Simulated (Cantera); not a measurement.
A perfectly stirred reactor is fed with 9.91 % CH4, 0.496 % C2H6, 1.09 % C3H8, 15.9 % O2, 59.8 % N2, 12.9 % H2O, equivalence ratio 1.7, at 4.70 bar; it is adiabatic with a 573 K inlet, and is followed from long to short residence time, starting on the burning branch (τ in s: 0.067, 0.03, 0.013, 0.006, 0.0027, 0.0012, 0.00054, 0.00024, 0.00011, 4.8e-05, 2.2e-05).

Computed with Cantera and GRI-Mech 3.0 (53 species, 325 reactions).

**Question.** Predict: blow-out, bracketed by the residence times tried; x(CH4) at τ = 67.0 ms; x(C2H6) at τ = 67.0 ms; x(C3H8) at τ = 67.0 ms; x(CO2) at τ = 67.0 ms; x(H2) at τ = 67.0 ms; x(CH4) at τ = 1.20 ms; x(C2H6) at τ = 1.20 ms; x(C3H8) at τ = 1.20 ms; x(CO2) at τ = 1.20 ms; x(H2) at τ = 1.20 ms.

**Answer.** 
```json
{
  "blow_out_bracketed_by_the_residence_times_tried": "burning at 1.20 ms, out at 0.540 ms",
  "x(CH4) at τ = 67.0 ms": "0.00674",
  "x(C2H6) at τ = 67.0 ms": "5.56e-6",
  "x(C3H8) at τ = 67.0 ms": "3.20e-7",
  "x(CO2) at τ = 67.0 ms": "0.0458",
  "x(H2) at τ = 67.0 ms": "0.0877",
  "x(CH4) at τ = 1.20 ms": "0.0166",
  "x(C2H6) at τ = 1.20 ms": "0.000244",
  "x(C3H8) at τ = 1.20 ms": "2.65e-5",
  "x(CO2) at τ = 1.20 ms": "0.0346",
  "x(H2) at τ = 1.20 ms": "0.0546"
}
```
